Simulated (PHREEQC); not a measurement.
PHREEQC input (ion-association model, phreeqc.dat):

```
SOLUTION_SPECIES
  CO3-2 + 10 H+ + 8 e- = CH4 + 3 H2O  # shut off: no methane
    -log_k -100
    -delta_h 0
    -analytic -100
  SO4-2 + 9 H+ + 8 e- = HS- + 4 H2O  # shut off: sulfate is not reduced
    -log_k -100
    -delta_h 0
    -analytic -100
SOLUTION 1
  temp 25
  units mol/kgw
  pH 7 charge
  S(6) 0.047
  Na 0.494
  C(4) 0.2
END
SELECTED_OUTPUT 1
  -reset false
  -pH true
  -pe true
  -ionic_strength true
  -water true
  -totals C Na S C(-4) C(4) S(-2) S(6) Hdg Ntg
  -molalities H+ Na+ CO3-2 SO4-2 OH- HCO3- CO2 (CO2)2 HSO4- S-2
    HS- H2S NaOH NaCO3- NaHCO3 NaSO4-
USER_PUNCH 1
  -headings p_Hdg(g) phi_Hdg(g) p_Ntg(g) phi_Ntg(g) p_H2O(g) phi_H2O(g) density
  10 PUNCH PR_P("Hdg(g)"), PR_PHI("Hdg(g)"), PR_P("Ntg(g)"), PR_PHI("Ntg(g)"), PR_P("H2O(g)"), PR_PHI("H2O(g)"), RHO
PRINT
  -reset false
USE solution 1
REACTION_TEMPERATURE 1
  40
GAS_PHASE 1
  -fixed_pressure
  -pressure 2
  -temperature 40
  -volume 20
  Hdg(g) 0.7
  Ntg(g) 1.3
  H2O(g) 0
END
# ... the last block is repeated for the other 12 points of P (atm)
```

Selected output (columns that matter, 13 of 13 rows; P (atm) added in front):

```
P (atm)	pH	mu	C	Na	S	Hdg	Ntg	p_Hdg(g)	phi_Hdg(g)	p_Ntg(g)	phi_Ntg(g)	p_H2O(g)	phi_H2O(g)	density
2	10.911	0.41714	0.20021	0.49453	0.04705	0.00045648	0.00063644	0.6745	1.0007	1.2529	0.99951	0.072606	0.99286	1.0188
5	10.91	0.41715	0.20021	0.49452	0.04705	0.0011642	0.0016199	1.7241	1.0018	3.2025	0.99868	0.073373	0.98454	1.0189
10	10.908	0.41719	0.20021	0.49453	0.04705	0.0023368	0.0032408	3.4734	1.0037	6.452	0.99739	0.074659	0.97096	1.0191
20	10.904	0.41727	0.20022	0.49454	0.047052	0.0046562	0.0064161	6.972	1.0075	12.951	0.99504	0.077262	0.9448	1.0194
30	10.901	0.41735	0.20023	0.49456	0.047053	0.0069418	0.0095067	10.471	1.0114	19.45	0.99299	0.079904	0.91993	1.0198
40	10.897	0.41743	0.20023	0.49458	0.047055	0.0091944	0.012517	13.969	1.0153	25.948	0.99124	0.082585	0.89628	1.0201
50	10.893	0.41751	0.20024	0.4946	0.047057	0.011415	0.015451	17.468	1.0193	32.447	0.98976	0.0853	0.8738	1.0205
75	10.884	0.41769	0.20026	0.49464	0.047061	0.016827	0.022479	26.214	1.0295	48.694	0.98728	0.092223	0.82236	1.0214
100	10.875	0.41786	0.20028	0.49468	0.047065	0.02205	0.02911	34.96	1.0401	64.941	0.9864	0.099304	0.77707	1.0223
150	10.858	0.41816	0.20031	0.49477	0.047073	0.031959	0.041365	52.452	1.062	97.434	0.98907	0.11379	0.70202	1.0241
200	10.84	0.41841	0.20034	0.49485	0.047081	0.041197	0.052518	69.944	1.0852	129.93	0.99697	0.12847	0.64357	1.0259
300	10.806	0.41877	0.2004	0.49498	0.047094	0.057871	0.072337	104.93	1.1349	194.92	1.026	0.15764	0.56168	1.0295
400	10.773	0.41895	0.20044	0.49509	0.047104	0.072432	0.089722	139.91	1.1894	259.9	1.0696	0.18573	0.51033	1.033
```

At this temperature some constants are extrapolated from 25 °C, and those without enthalpy data are left unchanged.
